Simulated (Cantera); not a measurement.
A freely propagating, adiabatic, planar premixed flame of H₂ : O₂ : N₂ = 1 : 0.357 : 1.18 (molar parts), unburnt at 600 K and 14000 Pa; mixture-averaged transport, grid criteria slope 0.08 and curve 0.16, no radiation.

Model: the H2/O2 subset of GRI-Mech 3.0, which has no nitrogen chemistry, integrated in Cantera. Burning velocities carry a grid error of a few per cent, more on coarse grids.

| quantity | before | after |
|---|---|---|
| laminar burning velocity | 732 cm/s | 751 cm/s |
| thermal thickness | 5.62 mm | 5.53 mm |
| peak x(HO₂) | 5.18e-5 | 4.74e-5 |
| peak x(H) | 0.133 | 0.146 |
| peak x(O) | 0.0114 | 0.00707 |
| peak x(H₂O₂) | 6.98e-7 | 5.58e-7 |

Problem. Name the change that produced these shifts.
(A) inlet temperature 600 to 300 K
(B) inlet temperature 600 to 548 K
(C) O2 0.357 to 0.27 parts
(D) H2 1 to 1.3 parts

Solution. D, H2 1 to 1.3 parts
